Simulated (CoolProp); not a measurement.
Properties of p-xylene along the isobar 4.85 MPa.

Values from CoolProp's reference Helmholtz-energy equation of state, Zhou 2012.

```tsv
T (K)	phase	cp (kJ/(kg K))	expansivity (1/kK)
432.3	liquid	2.173	1.317
446.7	liquid	2.226	1.384
461.1	liquid	2.280	1.462
475.6	liquid	2.335	1.554
490	liquid	2.392	1.662
504.5	liquid	2.452	1.792
518.9	liquid	2.514	1.951
533.4	liquid	2.582	2.153
547.8	liquid	2.656	2.413
562.2	liquid	2.742	2.765
576.7	liquid	2.847	3.276
591.1	liquid	2.984	4.073
605.6	liquid	3.193	5.504
620	supercritical	3.570	8.586
```
